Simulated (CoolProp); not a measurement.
The fluoroketone C6F12O (FK-5-1-12) along the isobar 9.99 MPa: density (kg/m³) from the reference equation and from simpler models built on Tc = 441.8 K, pc = 1.869 MPa, ω = 0.471; each cubic takes its own stable root.

Values from CoolProp's reference Helmholtz-energy equation of state, McLinden 2015.

```
T (K)   phase  reference  van der Waals  Redlich-Kwong  Soave-Redlich-Kwong  Peng-Robinson
-----  ------  ---------  -------------  -------------  -------------------  -------------
205.2  liquid       1879           1126           1636                 1682           1883
222.8  liquid       1835           1110           1607                 1657           1857
240.4  liquid       1790           1095           1577                 1631           1828
258.1  liquid       1746           1079           1545                    …           1797
275.7  liquid       1702              …              …                 1572              …
293.3  liquid       1657           1047           1479                 1539           1727
311    liquid       1611           1030           1444                 1503           1688
328.6  liquid       1564           1014              …                 1465           1645
346.3  liquid       1517          996.4           1370                 1424           1599
363.9  liquid       1468          979.0           1332                    …           1549
381.5  liquid       1417          961.2           1293                 1333           1495
399.2  liquid       1365          943.1           1252                 1284           1438
```

Q: What belongs in the gaps?

A: 
- 258.1, Soave-Redlich-Kwong: 1602
- 275.7, van der Waals: 1063
- 275.7, Redlich-Kwong: 1513
- 275.7, Peng-Robinson: 1764
- 328.6, Redlich-Kwong: 1408
- 363.9, Soave-Redlich-Kwong: 1380
